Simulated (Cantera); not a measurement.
Input (Python, Cantera) and output of one run.

```python
import numpy as np
import cantera as ct

gas_names = """
    H H2 N NH NH2 NH3 N2 N2H2 N2H4 Si SiH SiH2 SiH3 SiH4 SiN Si2 Si2N Si3
""".split()
cond_names = """
    Si(cr) Si(L) Si3N4(a)
""".split()


# ... load() reads the species with a 1 bar reference pressure and builds the phases ...
atoms = {
    'SiH4': {'Si': 1, 'H': 4},
    'NH3': {'N': 1, 'H': 3},
}
top_T = {'Si3N4(a)': 2400}  # K; cautious upper limits of use, not melting points


# ... equilibrate(T, P, feed) seeds the gas with the atoms and calls Mixture.equilibrate('TP', solver="vcs", rtol=1e-11, max_steps=5000) ...
results = []
feed = {'SiH4': 1, 'NH3': 0.2}  # mol
T = 1623  # K
P = 133.322  # Pa
mix = equilibrate(T, P, feed)
results.append((T, P, feed, dict(zip(mix.species_names, mix.species_moles))))
x = sorted(zip(gas.X, gas.species_names), reverse=True)
print(f"T = {T:g} K  P = {P:g} Pa  gas = {mix.phase_moles(0):.4g} mol")
print("   x: " + "  ".join(f"{s} {v:.3e}" for v, s in x if v > 1e-06))
print("   condensed (mol): " + ("  ".join(f"{mix.phase(i).name} {mix.phase_moles(i):.4g}"
      for i in range(1, mix.n_phases) if mix.phase_moles(i) > 1e-12) or "none"))
```

It prints:

```
T = 1623 K  P = 133.322 Pa  gas = 2.403 mol
   x: H2 9.564e-01  N2 4.162e-02  H 1.851e-03  Si 1.173e-04  SiH 8.407e-06  SiH2 6.186e-06  Si2N 1.187e-06
   condensed (mol): Si(cr) 0.9997
```

Equilibrium computed with Cantera from the NASA thermochemical tables; the gas is ideal and each condensed phase is pure.
